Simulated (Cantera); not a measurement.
A closed system holds: 1 mol SiH2Cl2, 4.2 mol NH3, 0.21 mol H2, held at 0.0100 bar.

Equilibrium computed with Cantera from the NASA thermochemical tables; the gas is ideal and each condensed phase is pure. Candidate condensed phases: NH4Cl, Si, Si3N4; 28 gas species. Gases not in the tables: Si2H6 and higher silanes. The numbers say what is thermodynamically allowed, not how fast it happens.

Which condensed phases are stable at each of these points (T (K)): 750, 850, 950, 1050, 1150, 1250, 1350, 1450, 1550, 1650, 1750, 1850, 1950, 2050?


```csv
T (K),condensed phases,Si condensed (%)
750,Si3N4(s),97.2
850,Si3N4(s),98.4
950,Si3N4(s),99.0
1050,Si3N4(s),99.3
1150,Si3N4(s),99.4
1250,Si3N4(s),99.1
1350,Si3N4(s),97.5
1450,Si3N4(s),91.3
1550,Si3N4(s),77.6
1650,Si3N4(s),59.4
1750,Si(l),50.6
1850,Si(l),52.1
1950,Si(l),51.7
2050,Si(l),46.5
```

From 750 K to 1650 K the condensed part is Si3N4(s). From 1750 K to 2050 K the condensed part is Si(l).
